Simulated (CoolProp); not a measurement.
Properties of ethylene along the isobar 101 kPa.

Values from CoolProp's reference Helmholtz-energy equation of state, Smukala 2000.

```csv
T (K),phase,cv (kJ/(kg K)),Joule-Thomson coefficient (K/MPa),fugacity coefficient
174.3,gas,0.9535,38.76,0.9708
204.7,gas,0.9855,25.82,0.9822
235,gas,1.047,18.36,0.9883
265.3,gas,1.129,13.61,0.9918
295.7,gas,1.226,10.38,0.9942
326,gas,1.330,8.122,0.9957
356.3,gas,1.437,6.479,0.9968
386.6,gas,1.546,5.257,0.9976
```
